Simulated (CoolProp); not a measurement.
Computed with CoolProp (reference Helmholtz-energy equation of state, Gao 2020).

Q: Give the vapour pressure (bar), liquid cp (kJ/(kg K)), vapour Z, liquid viscosity (µPa s) of saturated ammonia at 349.6, 361.2, 384.5 K.

A: 
```
T (K)  p (bar)  liquid cp (kJ/(kg K))  vapour Z  liquid viscosity (µPa s)
-----  -------  ---------------------  --------  ------------------------
349.6     38.3                   5.66     0.723                      80.8
361.2     49.1                   6.14     0.673                      71.9
384.5     77.7                   8.69     0.542                      55.1
```

Viscosity comes from a separate model (Fenghour 1995).
